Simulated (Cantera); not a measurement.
Input: 1 mol TiCl4, 5.6 mol O2, held at 625 K and 13.3 mbar.

These are equilibrium values from Cantera (NASA tables, ideal gas, pure condensed phases), not measurements of a reactor. Candidate condensed phases: Ti, TiCl2, TiCl3, TiCl4, TiO, TiO2, Ti2O3, Ti3O5, Ti4O7; 15 gas species. Condensed phases not in the tables: TiOCl. Rates play no part.

Base state: O2 0.697, Cl2 0.303 (mole fractions); condensed: TiO2(rutile).

Q: What changes in the equilibrium state with this change: temperature from 625 K to 1523.15 K?

A: 
| species | before | after |
|---|---|---|
| O2 | 0.697 | 0.616 |
| Cl | 2.50e-7 | 0.230 |
| Cl2 | 0.303 | 0.153 |
| TiCl4 | <1e-9 | 2.92e-5 |
| ClO | 7.28e-9 | 0.000499 |
| O | <1e-9 | 3.76e-5 |
| TiO2(rutile), mol | 1.00 | 1.000 |
